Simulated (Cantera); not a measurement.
Feed: 1 mol Pb, 9.5 mol H₂O, 63 mol H₂, equilibrated at 1375 K and 0.00133 bar.

Cantera equilibrium calculation (NASA polynomials, part measured and part estimated; ideal gas, pure solids and liquids). Candidate condensed phases: H₂O, Pb, PbO, PbO₂, Pb₃O₄; 12 gas species. Equilibrium is a limit: real reactors are often held back by kinetics, nucleation or transport.

Base state: H₂ 0.857, H₂O 0.129, Pb 0.0136, H 8.69e-5 (mole fractions); condensed: gas only.

Task: What changes in the equilibrium state with this change: Pb replaced by Ti?

Result: 
```tsv
species	before	after
H₂	0.857	0.896
H₂O	0.129	0.103
H	8.69e-5	8.89e-5
Pb	0.0136	0
TiO₂(rutile), mol	0	1.00
```
Further candidate phases: Ti, TiO, TiO₂, Ti₂O₃, Ti₃O₅, Ti₄O₇.
